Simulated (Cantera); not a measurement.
# Transport properties of process gases

Gas mixture: NO : H2O = 0.69 : 0.87 (molar parts), at 100000 Pa, frozen composition.

Cantera's kinetic-theory transport with the Lennard-Jones parameters of GRI-Mech 3.0, ideal gas; thermal conductivity in the mixture-averaged form. Polar gases are described roughly by these parameters.

| T (K) | ρ (kg/m³) | cp (J/kg/K) | μ (µPa s) | λ (mW/m/K) | Pr | D (cm²/s) H | D (cm²/s) CH3 | D (cm²/s) OH |
|---|---|---|---|---|---|---|---|---|
| 400 | 0.701 | 1388 | 18.1 | 34.9 | 0.721 | 2.19 | 0.397 | 0.585 |
| 500 | 0.561 | 1421 | 22.1 | 43.8 | 0.717 | 3.28 | 0.596 | 0.869 |
| 600 | 0.467 | 1461 | 25.9 | 53.1 | 0.713 | 4.55 | 0.825 | 1.19 |
| 700 | 0.401 | 1505 | 29.6 | 62.6 | 0.710 | 5.97 | 1.08 | 1.56 |
| 800 | 0.351 | 1548 | 33.1 | 72.4 | 0.707 | 7.53 | 1.37 | 1.96 |
| 900 | 0.312 | 1590 | 36.5 | 82.3 | 0.705 | 9.23 | 1.67 | 2.39 |
D: mixture-averaged diffusion coefficient of that species in the mixture.
